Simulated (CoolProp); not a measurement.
A single-stage vapour-compression cycle with chlorine: evaporating at 266.15 K (dew point), condensing at 317.15 K (bubble point), superheat 2 K, subcooling 8 K, compressor efficiency 0.75, no pressure losses. Each further row changes one setting.

Model: reference Helmholtz-energy equation of state, Thol 2021, in CoolProp.

```tsv
case	cooling COP	pressure ratio	discharge temperature (K)	refrigerating effect (kJ/kg)	volumetric capacity (kJ/m³)
as stated	3.30	4.32	417.0	229	2240
evaporating temperature 271.15 K	3.80	?	?	?	2640
condensing temperature 312.15 K	?	3.83	402.9	234	2290
subcooling 13 K	3.37	4.32	417.0	234	2290
superheat 12 K	3.23	4.32	?	235	2190
compressor efficiency 0.65	2.86	4.32	436.6	229	2240
```

**Question.** Some entries are withheld; supply them.

**Answer.** 
- evaporating temperature 271.15 K, pressure ratio: 3.65
- evaporating temperature 271.15 K, discharge temperature (K): 404.1
- evaporating temperature 271.15 K, refrigerating effect (kJ/kg): 231
- condensing temperature 312.15 K, cooling COP: 3.73
- superheat 12 K, discharge temperature (K): 432.1
